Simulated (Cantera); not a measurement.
A closed system holds: 1 mol C₂H₂, 0.72 mol NH₃, held at 0.000710 bar.

Method: chemical equilibrium by Gibbs-energy minimisation in Cantera with the NASA 1993 tables (ideal gas, pure condensed phases). Candidate condensed phases: C, C₆H₆, C₇H₈, C₈H₁₈; 92 gas species. Kinetics and transport are ignored.

x: gas mole fraction; n: condensed amount in mol.

```tsv
T (K)	x H₂	x H	x N₂	x HCN	x C₃	n C(graphite)
2050	0.779	0.0751	0.139	0.00588	1.30e-7	1.98
2150	0.722	0.135	0.133	0.00792	1.21e-6	1.97
2250	…	…	0.126	…	…	1.96
2350	0.528	0.340	0.116	0.0117	5.82e-5	1.94
2450	…	…	…	0.0128	…	1.92
2550	0.272	0.611	0.0939	0.0128	0.00150	1.89
2650	0.167	0.718	0.0843	0.0120	0.00630	1.81
```

### Question
Complete the blanks.

### Answer

- 2450, x H₂: 0.399
- 2450, x H: 0.477
- 2450, x N₂: 0.105
- 2450, x C₃: 0.000316
- 2250, x H₂: 0.639
- 2250, x H: 0.223
- 2250, x HCN: 0.01000
- 2250, x C₃: 9.15e-6
